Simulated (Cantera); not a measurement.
A perfectly stirred reactor is fed with CH₄ : H₂ : H₂O = 0.0028 : 1 : 0.029 (molar parts), at 100.0 Torr; it is held at 2498 K, and followed from long to short residence time.

Detailed kinetics in Cantera: GRI-Mech 3.0 (53 species, 325 reactions).

x: mole fraction; the columns are a selection and need not sum to one.

```json
[
 {"τ (s)": "1.7", "x CH₄": "2.19e-7", "x H₂": "0.908", "x H": "0.0651", "x CH₂": "3.05e-8", "x C₂H₄": "<1e-12"},
 {"τ (s)": "0.58", "x CH₄": "6.67e-7", "x H₂": "0.909", "x H": "0.0642", "x CH₂": "9.05e-8", "x C₂H₄": "3.37e-12"},
 {"τ (s)": "0.20", "x CH₄": "2.17e-6", "x H₂": "0.911", "x H": "0.0619", "x CH₂": "2.73e-7", "x C₂H₄": "3.33e-11"},
 {"τ (s)": "0.070", "x CH₄": "8.35e-6", "x H₂": "0.917", "x H": "0.0560", "x CH₂": "8.56e-7", "x C₂H₄": "4.16e-10"},
 {"τ (s)": "0.024", "x CH₄": "4.56e-5", "x H₂": "0.928", "x H": "0.0442", "x CH₂": "2.89e-6", "x C₂H₄": "8.33e-9"},
 {"τ (s)": "0.0084", "x CH₄": "0.000213", "x H₂": "0.939", "x H": "0.0331", "x CH₂": "7.49e-6", "x C₂H₄": "1.09e-7"},
 {"τ (s)": "0.0029", "x CH₄": "(withheld)", "x H₂": "0.946", "x H": "(withheld)", "x CH₂": "1.25e-5", "x C₂H₄": "(withheld)"},
 {"τ (s)": "0.0010", "x CH₄": "0.00134", "x H₂": "0.952", "x H": "0.0178", "x CH₂": "1.35e-5", "x C₂H₄": "1.26e-6"},
 {"τ (s)": "0.00035", "x CH₄": "0.00212", "x H₂": "0.959", "x H": "0.0100", "x CH₂": "6.89e-6", "x C₂H₄": "1.15e-6"},
 {"τ (s)": "0.00012", "x CH₄": "(withheld)", "x H₂": "0.965", "x H": "(withheld)", "x CH₂": "(withheld)", "x C₂H₄": "(withheld)"}
]
```

Problem. Fill in the missing entries.

Solution. 
- 0.0029, x CH₄: 0.000621
- 0.0029, x H: 0.0252
- 0.0029, x C₂H₄: 5.37e-7
- 0.00012, x CH₄: 0.00249
- 0.00012, x H: 0.00405
- 0.00012, x CH₂: 1.48e-6
- 0.00012, x C₂H₄: 3.63e-7
